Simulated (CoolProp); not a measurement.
Computed with CoolProp (reference Helmholtz-energy equation of state, Thol 2016).

For R1234ze(E), give the phase and the cp (kJ/(kg K)), cv (kJ/(kg K)), Prandtl number at 419.6 K and 0.0388 MPa.


- 419.6 K and 0.0388 MPa: gas; cp 1.06, cv 0.982, Prandtl number 0.767

Viscosity comes from a separate model (Bell 2016), an estimate that may be off by 10 % or more. Thermal conductivity comes from a separate model (Perkins 2011).
